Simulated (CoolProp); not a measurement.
Vapour-liquid equilibrium of acetone (1) + n-hexane (2) at 451.6 K; x and y are mole fractions of (1).

Values from CoolProp's multi-fluid Helmholtz-energy mixture model, Lemmon 2006 and Thol 2019; pair parameters Bell 2016.

```tsv
x	bubble pressure, mixture model (MPa)	bubble pressure, Raoult's law (MPa)	y, mixture model	y, Raoult's law
0.05	1.403	1.300	0.109	0.074
0.125	1.573	1.350	0.229	0.179
0.2	1.710	1.400	0.318	0.276
0.275	1.820	1.449	0.390	0.366
0.35	1.909	1.499	0.452	0.450
0.425	1.979	1.548	0.508	0.529
0.5	2.033	1.598	0.561	0.603
0.575	2.071	1.648	0.613	0.673
0.65	2.093	1.697	0.666	0.739
0.725	2.098	1.747	0.722	0.800
0.8	2.085	1.796	0.782	0.859
0.875	2.050	1.846	0.851	0.914
0.95	1.988	1.896	0.934	0.967
```

The largest gap from Raoult's law is +27.8 % in bubble pressure, at x = 0.425. y crosses x between x = 0.65 and 0.725: the model has an azeotrope there.

Pair parameters are fitted to limited data, so mixtures are less certain than the pure fluids.
